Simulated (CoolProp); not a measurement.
Vapour pressure (MPa) of CH3F (R41): the reference equation beside estimates from Tc = 317.3 K, pc = 5.906 MPa, ω = 0.200. Clausius-Clapeyron is anchored at 219.9 K with a constant enthalpy of vaporisation of 15.31 kJ/mol.

Values from CoolProp's reference Helmholtz-energy equation of state, Lemmon 2006. It is a short technical equation, of lower accuracy than the large ones.

| T (K) | reference | Clausius-Clapeyron | van der Waals | Soave-Redlich-Kwong |
|---|---|---|---|---|
| 219.9 | 0.3397 | 0.3397 | 1.125 | 0.3388 |
| 227 | 0.4538 | 0.4414 | 1.322 | 0.4557 |
| 234 | 0.5927 | 0.5626 | 1.537 | 0.5986 |
| 241 | 0.7617 | … | … | 0.7730 |
| 248 | 0.9646 | 0.8772 | 2.032 | 0.9829 |
| 255 | … | 1.075 | 2.313 | … |
| 262 | 1.489 | 1.304 | 2.618 | 1.526 |
| 269 | 1.820 | … | 2.946 | 1.867 |
| 276 | 2.203 | 1.863 | 3.299 | 2.262 |
| 283 | 2.643 | 2.197 | 3.677 | 2.713 |
| 290 | … | 2.570 | … | 3.226 |
| 297 | 3.724 | 2.985 | 4.510 | 3.806 |

Some entries are withheld; supply them.


- 241, Clausius-Clapeyron: 0.7070
- 241, van der Waals: 1.774
- 255, reference: 1.206
- 255, Soave-Redlich-Kwong: 1.232
- 269, Clausius-Clapeyron: 1.566
- 290, reference: 3.148
- 290, van der Waals: 4.081

Absolute difference from the reference over all 12 rows, mean and median: Clausius-Clapeyron 11.0 and 11.6 %, van der Waals 99.5 and 83.8 %, Soave-Redlich-Kwong 1.9 and 2.2 %.
